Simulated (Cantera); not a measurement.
Input (Python, Cantera) and output of one run.

```python
import numpy as np
import cantera as ct

gas_names = """
    CL CL2 H HCL H2 Si SiCL SiCL2 SiCL3 SiCL4 SiH SiHCL3 SiH2 SiH2CL2 SiH3 SiH3CL SiH4 Si2 Si3
""".split()
cond_names = """
    Si(cr) Si(L)
""".split()


# ... load() reads the species with a 1 bar reference pressure and builds the phases ...
atoms = {
    'SiH4': {'Si': 1, 'H': 4},
    'HCl': {'H': 1, 'CL': 1},
    'H2': {'H': 2},
}
top_T = {}  # K; cautious upper limits of use, not melting points


# ... equilibrate(T, P, feed) seeds the gas with the atoms and calls Mixture.equilibrate('TP', solver="vcs", rtol=1e-11, max_steps=5000) ...
results = []
feed = {'SiH4': 1, 'HCl': 1.3, 'H2': 18}  # mol
P = 28000  # Pa
for T in [1298, 1323, 1348, 1373, 1398, 1423, 1448, 1473, 1498, 1523, 1548, 1573, 1598, 1623]:
    mix = equilibrate(T, P, feed)
    results.append((T, P, feed, dict(zip(mix.species_names, mix.species_moles))))

top = {s: max(r[3][s] / sum(r[3][g] for g in gas_names) for r in results) for s in gas_names}
cols = sorted((s for s in top if top[s] > 0.001), key=lambda s: -top[s])[:7]
seen = [c for c in cond_names if any(r[3].get(c, 0) > 1e-12 for r in results)]
print("log10 of partial pressures in bar; condensed amounts in mol")
print(f"{'T/K':>10s}" + "".join(f"{s[:9]:>10s}" for s in cols + seen))
for T, P, feed, n in results:
    ng = sum(n[g] for g in gas_names)
    print(f"{T:10.4g}" + "".join(f"{np.log10(max(n[s] / ng * P / 1e5, 1e-99)):10.3f}" for s in cols)
          + "".join(f"{n.get(c, 0):10.4g}" for c in seen))
```

Result:

```
log10 of partial pressures in bar; condensed amounts in mol
       T/K        H2       HCL     SiCL2    SiHCL3     SiCL4     SiCL3    Si(cr)
      1298    -0.574    -1.963    -2.928    -3.355    -3.398    -3.551    0.8199
      1323    -0.575    -1.945    -2.878    -3.459    -3.534    -3.575    0.8261
      1348    -0.575    -1.930    -2.838    -3.571    -3.680    -3.609    0.8307
      1373    -0.575    -1.920    -2.805    -3.688    -3.833    -3.652     0.834
      1398    -0.576    -1.912    -2.779    -3.808    -3.991    -3.700    0.8361
      1423    -0.576    -1.907    -2.759    -3.931    -4.151    -3.754    0.8374
      1448    -0.576    -1.903    -2.742    -4.053    -4.312    -3.809    0.8379
      1473    -0.576    -1.901    -2.728    -4.175    -4.472    -3.867    0.8379
      1498    -0.576    -1.899    -2.716    -4.295    -4.630    -3.925    0.8376
      1523    -0.576    -1.898    -2.706    -4.413    -4.785    -3.983     0.837
      1548    -0.576    -1.898    -2.698    -4.529    -4.937    -4.041    0.8362
      1573    -0.576    -1.898    -2.690    -4.641    -5.085    -4.098    0.8352
      1598    -0.577    -1.898    -2.683    -4.751    -5.230    -4.153    0.8342
      1623    -0.577    -1.899    -2.677    -4.858    -5.371    -4.208    0.8331
```

These are equilibrium values from Cantera (NASA tables, ideal gas, pure condensed phases), not measurements of a reactor. The tables' values for SiCl3 are old estimates; treat these amounts as uncertain.
